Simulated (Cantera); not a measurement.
Charge: 1 mol FeS₂, 1.7 mol O₂, 0.044 mol CO₂, equilibrated at 1698 K and 100 Torr.

Method: chemical equilibrium by Gibbs-energy minimisation in Cantera with the NASA 1993 tables (ideal gas, pure condensed phases). Candidate condensed phases: C, Fe, Fe(CO)₅, FeO, FeS, FeSO₄, FeS₂, Fe₂O₃, Fe₂(SO₄)₃, Fe₃O₄, S; 25 gas species. The tables' stoichiometric FeO is somewhat more stable than real wüstite, so its field is too wide. FeO: taken at fixed stoichiometry. Kinetics and transport are ignored.

What is the equilibrium state?


- x(SO₂) = 0.712
- x(S₂) = 0.227
- x(SO) = 0.0257
- x(CO₂) = 0.0188
- x(S₂O) = 0.00807
- x(CO) = 0.00772
- x(S) = 0.000405
- x(COS) = 7.19e-5
- x(Fe) = 2.58e-6
- n(FeO(l)) = 1.000 mol
- gas amount = 1.655 mol
- log10 activity of Fe(δ) (absent) = -1.25
- log10 activity of S(l) (absent) = -2.15
- log10 activity of C(graphite) (absent) = -7.22
